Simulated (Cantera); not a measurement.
Premixed flame

A freely propagating, adiabatic, planar premixed flame of 2.81 % CH4, 3.09 % C2H6, 19.8 % O2, 74.3 % N2, unburnt at 525 K and 1.28 atm; mixture-averaged transport, grid criteria slope 0.08 and curve 0.16, no radiation.

Computed with Cantera and GRI-Mech 3.0 (53 species, 325 reactions). Burning velocities carry a grid error of a few per cent, more on coarse grids.

```
z (mm)   T (K)  u (m/s)     x CH4    x C2H6    x O2      x OH    x HCN    x NO2
-------  -----  -------  --------  --------  ------  --------  -------  -------
-0.857     525    0.853    0.0280    0.0308   0.198     <1e-8    <1e-8    <1e-8
-0.571     528    0.857    0.0279    0.0308   0.197     <1e-8    <1e-8    <1e-8
-0.428     536    0.873    0.0277    0.0307   0.196     <1e-8    <1e-8  1.20e-8
-0.286     586    0.958    0.0267    0.0300   0.192   2.17e-8  1.84e-8  7.70e-8
-0.143     913     1.52    0.0206    0.0222   0.163   1.80e-5  2.06e-7  2.30e-7
-0.0714   1292     2.18    0.0133    0.0100   0.126  0.000209  5.42e-7  7.94e-8
0         1667     2.84   0.00415  0.000693  0.0830   0.00212  1.09e-6  1.07e-8
0.0714    1824     3.10  0.000369   2.01e-6  0.0583   0.00588  8.79e-7    <1e-8
0.143     1878     3.18   1.68e-5     <1e-8  0.0494   0.00767  3.21e-7    <1e-8
0.286     1947     3.28   4.56e-8     <1e-8  0.0437   0.00845  3.25e-8    <1e-8
0.571     2030     3.40     <1e-8     <1e-8  0.0400   0.00824    <1e-8    <1e-8
1.14      2109     3.52     <1e-8     <1e-8  0.0373   0.00718    <1e-8  1.24e-8
2.28      2171     3.60     <1e-8     <1e-8  0.0351   0.00574    <1e-8  2.24e-8
```
x: mole fraction of selected species; z is measured from the peak of heat release.

```json
{
 "laminar_burning_velocity": "85.2 cm/s",
 "thermal_thickness": "0.286 mm",
 "peak x(OH)": "0.00849",
 "peak x(HCN)": "1.16e-6",
 "grid_points": "136"
}
```
